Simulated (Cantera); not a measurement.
Input: 1 mol Cu, 2.1 mol F₂, 0.42 mol N₂, equilibrated at 648 K.

These are equilibrium values from Cantera (NASA tables, ideal gas, pure condensed phases), not measurements of a reactor. Candidate condensed phases: Cu, CuF₂; 11 gas species. Rates play no part.

**Question.** At 0.135 Torr, list the 4 most abundant gas species with their mole fractions, and the condensed phases.

**Answer.** F₂ 0.628, N₂ 0.252, NF₃ 0.0929, F 0.0277. Condensed: CuF₂(s).
